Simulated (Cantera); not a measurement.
A Cantera script and what it prints.

```python
import numpy as np
import cantera as ct

gas_names = """
    Br Br2 Si SiBr SiBr2 SiBr3 SiBr4 Si2 Si3
""".split()
cond_names = """
    Br2(cr) Br2(L) Si(cr) Si(L)
""".split()


# ... load() reads the species with a 1 bar reference pressure and builds the phases ...
atoms = {
    'Si': {'Si': 1},
    'Br2': {'Br': 2},
}
top_T = {}  # K; cautious upper limits of use, not melting points


# ... equilibrate(T, P, feed) seeds the gas with the atoms and calls Mixture.equilibrate('TP', solver="vcs", rtol=1e-11, max_steps=5000) ...
results = []
T = 1700  # K
P = 133.322  # Pa
for m in [1.1, 1.3, 1.6, 1.9, 2.4, 2.9, 3.5, 4.2, 5.1, 6.2, 7.6]:
    feed = {'Si': 1, 'Br2': m}  # mol
    mix = equilibrate(T, P, feed)
    results.append((T, P, feed, dict(zip(mix.species_names, mix.species_moles))))

top = {s: max(r[3][s] / sum(r[3][g] for g in gas_names) for r in results) for s in gas_names}
cols = sorted((s for s in top if top[s] > 1e-05), key=lambda s: -top[s])[:5]
seen = [c for c in cond_names if any(r[3].get(c, 0) > 1e-12 for r in results)]
print("log10 of partial pressures in bar; condensed amounts in mol")
print(f"{'n(Br2)':>10s}" + "".join(f"{s[:9]:>10s}" for s in cols + seen))
for T, P, feed, n in results:
    ng = sum(n[g] for g in gas_names)
    print(f"{feed['Br2']:10.4g}" + "".join(f"{np.log10(max(n[s] / ng * P / 1e5, 1e-99)):10.3f}" for s in cols)
          + "".join(f"{n.get(c, 0):10.4g}" for c in seen))
```

It prints:

```
log10 of partial pressures in bar; condensed amounts in mol
    n(Br2)        Br     SiBr2     SiBr3      SiBr       Br2
       1.1    -3.656    -2.959    -5.187    -5.293    -7.081
       1.3    -3.308    -3.083    -4.963    -5.765    -6.386
       1.6    -3.143    -3.223    -4.938    -6.071    -6.056
       1.9    -3.071    -3.330    -4.972    -6.250    -5.910
       2.4    -3.010    -3.465    -5.047    -6.445    -5.790
       2.9    -2.979    -3.568    -5.118    -6.580    -5.726
       3.5    -2.956    -3.666    -5.194    -6.701    -5.681
       4.2    -2.940    -3.758    -5.270    -6.810    -5.648
       5.1    -2.926    -3.854    -5.352    -6.919    -5.622
       6.2    -2.916    -3.948    -5.436    -7.023    -5.601
       7.6    -2.908    -4.044    -5.524    -7.127    -5.585
```

Method: chemical equilibrium by Gibbs-energy minimisation in Cantera with the NASA 1993 tables (ideal gas, pure condensed phases). The tables' values for SiBr3, SiBr are old estimates; treat these amounts as uncertain.
